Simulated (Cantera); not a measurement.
A freely propagating, adiabatic, planar premixed flame of CH4 : O2 : N2 = 1 : 2.41 : 11.8 (molar parts), unburnt at 300 K and 420 Torr; mixture-averaged transport, grid criteria slope 0.08 and curve 0.16, no radiation.

Computed with Cantera and GRI-Mech 3.0 (53 species, 325 reactions). Burning velocities carry a grid error of a few per cent, more on coarse grids.

x: mole fraction of selected species; z is measured from the peak of heat release.

```csv
z (mm),T (K),u (m/s),x CH4,x O2,x C2H,x NO,x C2H4,x H2O
-3.79,300,0.187,0.0657,0.158,<1e-8,<1e-8,<1e-8,2.01e-5
-2.53,302,0.188,0.0655,0.158,<1e-8,<1e-8,9.25e-8,0.000294
-1.90,312,0.194,0.0649,0.157,<1e-8,<1e-8,7.19e-7,0.00150
-1.26,387,0.242,0.0609,0.152,<1e-8,2.62e-8,9.39e-6,0.0101
-0.632,[?],0.484,[?],[?],<1e-8,[?],[?],[?]
-0.316,1115,0.705,0.0223,0.0912,<1e-8,1.40e-6,0.000170,0.0800
0,1441,0.912,0.00453,0.0561,<1e-8,2.48e-6,8.21e-5,0.110
0.316,1565,0.986,0.000178,0.0392,<1e-8,3.68e-6,1.36e-6,0.120
0.632,1612,1.01,4.15e-6,0.0345,<1e-8,4.43e-6,<1e-8,0.122
1.26,1667,1.04,<1e-8,0.0314,<1e-8,[?],<1e-8,0.124
2.53,1721,1.07,<1e-8,0.0294,<1e-8,6.20e-6,<1e-8,0.127
5.06,1760,1.10,<1e-8,0.0280,<1e-8,6.97e-6,<1e-8,0.129
10.1,1781,1.11,<1e-8,0.0274,<1e-8,7.56e-6,<1e-8,0.131
```

What belongs in the gaps?


- -0.632, T (K): 769
- -0.632, x CH4: 0.0411
- -0.632, x O2: 0.123
- -0.632, x NO: 5.94e-7
- -0.632, x C2H4: 9.21e-5
- -0.632, x H2O: 0.0483
- 1.26, x NO: 5.31e-6
